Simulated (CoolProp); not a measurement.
Vapour-liquid equilibrium of R13 (1) + propylene (2) at 187.5 K; x and y are mole fractions of (1).

Values from CoolProp's multi-fluid Helmholtz-energy mixture model, Platzer 1990 and Lemmon 2013; pair parameters Bell 2016. This equation is an older, rougher fit; its heat capacities, sound speeds and derivatives of the liquid may be far off and weren't checked against measurements.

| x | bubble pressure (kPa) | y at the bubble point | dew pressure at overall composition x (kPa) | liquid density (mol/L) |
|---|---|---|---|---|
| 0.05 | 20.62 | 0.445 | 12.55 | 15.52 |
| 0.15 | 34.14 | 0.692 | 13.93 | 15.42 |
| 0.25 | 43.89 | 0.780 | 15.66 | 15.31 |
| 0.35 | 51.08 | 0.826 | 17.87 | 15.21 |
| 0.45 | 56.64 | 0.856 | 20.79 | 15.12 |
| 0.55 | 61.22 | 0.880 | 24.83 | 15.02 |
| 0.65 | 65.34 | 0.901 | 30.74 | 14.94 |
| 0.75 | 69.35 | 0.923 | 40.06 | 14.86 |
| 0.85 | 73.51 | 0.948 | 55.47 | 14.79 |
| 0.95 | 77.96 | 0.980 | 73.78 | 14.73 |

No azeotrope shows between x = 0.05 and 0.95.

The pair parameters rest on a limited set of measurements; away from them the model extrapolates. With so large a gap from Raoult's law the liquid may split in two, which this calculation doesn't test in full.
